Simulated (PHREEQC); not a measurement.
## Metal-bearing waste water

Solution (25 °C): 0.38 mol NiSO4, 0.00033 mol CaCl2 and 0.36 mol H2SO4 per kg of water. Closed to the air; pH follows from the charge balance.

Computed with PHREEQC (ion-association model, wateq4f.dat).

Each row changes one thing in this solution. Precipitation was switched off in this run.

| case | pH | ionic strength (mol/kgw) | HSO4- (mol/kgw) | SO4-2 (mol/kgw) |
|---|---|---|---|---|
| as made | 0.71 | 0.955 | 0.461 | 0.0977 |
| H2SO4 from 0.36 to 0.036 mol/kgw | 1.86 | 0.645 | 0.0539 | 0.142 |
| CaCl2 left out | 0.71 | 0.955 | 0.461 | 0.0977 |
| diluted 5-fold with water | 1.28 | 0.249 | 0.0782 | 0.0410 |
| CaCl2 from 0.00033 to 0.00165 mol/kgw | 0.71 | 0.957 | 0.460 | 0.0977 |
| NiSO4 left out | 0.52 | 0.429 | 0.326 | 0.0342 |
| NiSO4 from 0.38 to 0.342 mol/kgw | 0.70 | 0.915 | 0.453 | 0.0917 |

The ionic strength passes 0.7 mol/kgw, the rough limit of the ion-association models, in as made; CaCl2 left out; CaCl2 from 0.00033 to 0.00165 mol/kgw; NiSO4 from 0.38 to 0.342 mol/kgw. Species that the database lacks are ignored.
